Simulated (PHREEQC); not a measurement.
Dissolve 0.21 mol ZnSO4, 6.1e-05 mol NaCl and 0.1 mol MnSO4 per kg of water at 68 °C. Closed to the air; pH follows from the charge balance.

The numbers come from PHREEQC with the ion-association model, phreeqc.dat.

No solid was allowed to form.

What pH, density does the model give?

pH 5.13; density 1.026 g/cm³.

In which forms is Cl present?

Cl- 78 %, ZnCl+ 19 %, MnCl+ 3.0 % of the Cl.

Away from 25 °C the constants follow the database's enthalpies or fits; those with neither stay at their 25 °C values.
